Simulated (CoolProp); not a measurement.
Vapour-liquid equilibrium of ethane (1) + C3F8 (R218) (2) at 9.19 bar; x and y are mole fractions of (1).

Computed with CoolProp (multi-fluid Helmholtz-energy mixture model, Bücker 2006 and Lemmon 2006; pair parameters Bell 2016).

| x | bubble temperature, mixture model (K) | bubble temperature, Raoult's law (K) | y, mixture model | y, Raoult's law |
|---|---|---|---|---|
| 0.05 | 291.7 | 293.7 | 0.203 | 0.207 |
| 0.125 | 279.3 | 285.1 | 0.457 | 0.429 |
| 0.2 | 268.9 | 277.8 | 0.625 | 0.581 |
| 0.275 | 261.1 | 271.7 | 0.727 | 0.689 |
| 0.35 | 255.6 | 266.3 | 0.787 | 0.767 |
| 0.425 | 251.8 | 261.6 | 0.826 | 0.825 |
| 0.5 | 249.0 | 257.4 | 0.852 | 0.869 |
| 0.575 | 246.9 | 253.7 | 0.873 | 0.903 |
| 0.65 | 245.2 | 250.4 | 0.890 | 0.930 |
| 0.725 | 243.7 | 247.4 | 0.907 | 0.951 |
| 0.8 | 242.2 | 244.6 | 0.926 | 0.968 |
| 0.875 | 240.8 | 242.1 | 0.948 | 0.982 |
| 0.95 | 239.3 | 239.8 | 0.976 | 0.994 |

The largest gap from Raoult's law is -10.7 K in bubble temperature, at x = 0.35. No azeotrope shows between x = 0.05 and 0.95.

Pair parameters are fitted to limited data, so mixtures are less certain than the pure fluids.
